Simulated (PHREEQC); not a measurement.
Dissolve 0.032 mol/kgw LiNO3 and 0.0053 mol/kgw NaBr at 25 °C. It is in equilibrium with CO2 at log p = -3.4 (atm). Otherwise closed; pH follows from the charge balance.

Computed with PHREEQC (ion-association model, phreeqc.dat).

Each row changes one thing in this solution. This is a speciation only: nothing precipitates in the calculation.

```csv
case,pH,ionic strength (mol/kgw),CO2 (mol/kgw),HCO3- (mol/kgw),CO3-2 (mol/kgw)
as made,5.60,0.0373,1.34e-5,2.86e-6,8.96e-11
LiNO3 from 0.032 to 0.32 mol/kgw,…,0.325,1.26e-5,3.26e-6,1.63e-10
NaBr from 0.0053 to 0.00106 mol/kgw,5.61,0.0331,1.34e-5,2.85e-6,8.73e-11
NaBr left out,5.61,0.0320,1.34e-5,2.84e-6,8.67e-11
LiNO3 from 0.032 to 0.0288 mol/kgw,5.60,0.0341,1.34e-5,2.85e-6,8.77e-11
temperature from 25 to 10 °C,5.56,0.0373,2.12e-5,3.16e-6,6.13e-11
LiNO3 replaced by Cd(NO3)2 at the same molality,…,0.0918,1.33e-5,2.44e-6,7.40e-11
LiNO3 from 0.032 to 0.0032 mol/kgw,5.61,0.00850,1.35e-5,2.68e-6,6.72e-11
```

Task: What belongs in the gaps?

Result: 
- LiNO3 from 0.032 to 0.32 mol/kgw, pH: 5.59
- LiNO3 replaced by Cd(NO3)2 at the same molality, pH: 5.51

Constants without temperature data keep their 25 °C values here.
